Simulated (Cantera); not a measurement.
A Cantera script and its output.

```python
import numpy as np
import cantera as ct

gas = ct.Solution("gri30.yaml")
gas.TPX = 1225, 101325, {'N2O': 1, 'N2': 0.16}
inlet = ct.Reservoir(gas, clone=True)

reactor = ct.IdealGasConstPressureReactor(gas, energy="off", clone=False)
exhaust = ct.Reservoir(gas, clone=True)
tau = [2.9, 1.3, 0.54, 0.23, 0.099, 0.042, 0.018, 0.0078, 0.0034][0]
for a, b in ((inlet, reactor), (reactor, exhaust)):
    ct.MassFlowController(a, b, mdot=lambda t: reactor.mass / tau)
net = ct.ReactorNet([reactor])
show = ['N2O', 'N2', 'NO2', 'O', 'O2']

rows = []
print(f"{'tau/s':>10s}{'T/K':>9s}" + "".join(f"{s:>11s}" for s in show))
for tau in [2.9, 1.3, 0.54, 0.23, 0.099, 0.042, 0.018, 0.0078, 0.0034]:
    net.initial_time = 0.0
    net.advance(30 * tau)
    before = gas.X
    net.advance(40 * tau)
    drift = np.max(np.abs(gas.X - before) / (gas.X + 1e-9))
    rows.append([gas.T, *gas[show].X, drift])
    print(f"{tau:10.3e}{gas.T:9.1f}" + "".join(f"{x:11.3e}" for x in gas[show].X))
```

It prints:

```
     tau/s      T/K        N2O         N2        NO2          O         O2
 2.900e+00   1225.0  2.153e-01  5.405e-01  3.954e-04  1.377e-06  2.075e-01
 1.300e+00   1225.0  3.496e-01  4.547e-01  3.565e-04  1.721e-06  1.622e-01
 5.400e-01   1225.0  5.205e-01  3.479e-01  2.591e-04  2.052e-06  1.069e-01
 2.300e-01   1225.0  6.665e-01  2.577e-01  1.531e-04  2.280e-06  6.080e-02
 9.900e-02   1225.0  7.631e-01  1.985e-01  7.583e-05  2.410e-06  3.066e-02
 4.200e-02   1225.0  8.165e-01  1.658e-01  3.173e-05  2.476e-06  1.408e-02
 1.800e-02   1225.0  8.418e-01  1.503e-01  1.147e-05  2.505e-06  6.254e-03
 7.800e-03   1225.0  8.532e-01  1.434e-01  3.518e-06  2.516e-06  2.752e-03
 3.400e-03   1225.0  8.582e-01  1.403e-01  9.096e-07  2.518e-06  1.207e-03
```

Cantera simulation using GRI-Mech 3.0 (53 species, 325 reactions); the numbers are that mechanism's predictions, not measurements. GRI-Mech 3.0 was tuned for natural gas; its chemistry of N2O as a main component is partial and can be far from experiment. The mechanism lacks the step 2 NO + O2 → 2 NO2, which can matter for NO2 below about 1400 K. The temperature is held fixed by assumption; the heat of reaction is taken as removed at once.
